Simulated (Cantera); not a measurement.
Input (Python, Cantera) and output of one run.

```python
import numpy as np
import cantera as ct

gas_names = """
    CL CL2 H HCL H2 Si SiCL SiCL2 SiCL3 SiCL4 SiH SiHCL3 SiH2 SiH2CL2 SiH3 SiH3CL SiH4 Si2 Si3
""".split()
cond_names = """
    Si(cr) Si(L)
""".split()


# ... load() reads the species with a 1 bar reference pressure and builds the phases ...
atoms = {
    'Si2H6': {'Si': 2, 'H': 6},
    'H2': {'H': 2},
    'Cl2': {'CL': 2},
}
top_T = {}  # K; cautious upper limits of use, not melting points


# ... equilibrate(T, P, feed) seeds the gas with the atoms and calls Mixture.equilibrate('TP', solver="vcs", rtol=1e-11, max_steps=5000) ...
results = []
feed = {'Si2H6': 1, 'H2': 7.5, 'Cl2': 0.01}  # mol
T = 1500  # K
P = 390  # Pa
mix = equilibrate(T, P, feed)
results.append((T, P, feed, dict(zip(mix.species_names, mix.species_moles))))
x = sorted(zip(gas.X, gas.species_names), reverse=True)
print(f"T = {T:g} K  P = {P:g} Pa  gas = {mix.phase_moles(0):.4g} mol")
print("   x: " + "  ".join(f"{s} {v:.3e}" for v, s in x if v > 1e-06))
print("   condensed (mol): " + ("  ".join(f"{mix.phase(i).name} {mix.phase_moles(i):.4g}"
      for i in range(1, mix.n_phases) if mix.phase_moles(i) > 1e-12) or "none"))
```

It prints:

```
T = 1500 K  P = 390 Pa  gas = 10.51 mol
   x: H2 9.978e-01  HCL 1.879e-03  H 2.816e-04  SiCL2 1.137e-05  Si 2.699e-06  SiH2 1.495e-06
   condensed (mol): Si(cr) 2
```

Cantera equilibrium calculation (NASA polynomials, part measured and part estimated; ideal gas, pure solids and liquids). The feed counts by its element totals alone.
